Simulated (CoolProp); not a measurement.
Properties of diethyl ether at several states (Tc = 467.9 K, pc = 37.17 bar, ω = 0.282).

The numbers come from the reference Helmholtz-energy equation of state, Thol 2014 in CoolProp.

| T (K) | p (bar) | phase | density (kg/m³) | isothermal compressibility (1/MPa) |
|---|---|---|---|---|
| 478.5 | 10.6 | gas | 21.86 | 1.054 |
| 432.7 | 51.1 | liquid | 525.5 | 0.01428 |
| 476.7 | 9.16 | gas | 18.70 | 1.199 |
